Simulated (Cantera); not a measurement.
Input (Python, Cantera):

```python
import numpy as np
import cantera as ct

gas = ct.Solution("gri30.yaml")
gas.TPX = 1250, 2000, {'N2O': 1, 'H2': 0.0049, 'N2': 3.7}
inlet = ct.Reservoir(gas, clone=True)

reactor = ct.IdealGasConstPressureReactor(gas, energy="off", clone=False)
exhaust = ct.Reservoir(gas, clone=True)
tau = [3.8, 1.1, 0.32, 0.091, 0.026, 0.0076, 0.0022, 0.00063, 0.00018][0]
for a, b in ((inlet, reactor), (reactor, exhaust)):
    ct.MassFlowController(a, b, mdot=lambda t: reactor.mass / tau)
net = ct.ReactorNet([reactor])
show = ['N2O', 'H2', 'NO', 'NO2', 'O2', 'OH']

rows = []
print(f"{'tau/s':>10s}{'T/K':>9s}" + "".join(f"{s:>11s}" for s in show))
for tau in [3.8, 1.1, 0.32, 0.091, 0.026, 0.0076, 0.0022, 0.00063, 0.00018]:
    net.initial_time = 0.0
    net.advance(30 * tau)
    before = gas.X
    net.advance(40 * tau)
    drift = np.max(np.abs(gas.X - before) / (gas.X + 1e-9))
    rows.append([gas.T, *gas[show].X, drift])
    print(f"{tau:10.3e}{gas.T:9.1f}" + "".join(f"{x:11.3e}" for x in gas[show].X))
```

Result:

```
     tau/s      T/K        N2O         H2         NO        NO2         O2         OH
 3.800e+00   1250.0  1.873e-01  5.163e-05  2.580e-03  3.086e-05  9.640e-03  9.050e-06
 1.100e+00   1250.0  2.040e-01  1.362e-04  7.980e-04  2.354e-05  3.035e-03  1.114e-05
 3.200e-01   1250.0  2.095e-01  3.224e-04  2.348e-04  9.619e-06  8.999e-04  1.306e-05
 9.100e-02   1250.0  2.115e-01  6.280e-04  6.905e-05  2.107e-06  2.496e-04  1.365e-05
 2.600e-02   1250.0  2.122e-01  9.090e-04  2.038e-05  2.558e-07  6.516e-05  1.041e-05
 7.600e-03   1250.0  2.125e-01  1.020e-03  5.249e-06  8.199e-09  1.654e-05  4.641e-06
 2.200e-03   1250.0  2.125e-01  1.039e-03  1.110e-06  5.271e-11  3.675e-06  1.212e-06
 6.300e-04   1250.0  2.125e-01  1.041e-03  1.736e-07  1.344e-13  5.885e-07  1.937e-07
 1.800e-04   1250.0  2.125e-01  1.041e-03  1.930e-08  3.944e-16  6.614e-08  1.948e-08
```

Cantera simulation using GRI-Mech 3.0 (53 species, 325 reactions); the numbers are that mechanism's predictions, not measurements. GRI-Mech 3.0 was tuned for natural gas; its chemistry of N2O as a main component is partial and can be far from experiment. Radical loss at walls, strong at low pressure, is not modelled. The mechanism lacks the step 2 NO + O2 → 2 NO2, which can matter for NO2 below about 1400 K. The temperature is held fixed by assumption; the heat of reaction is taken as removed at once.
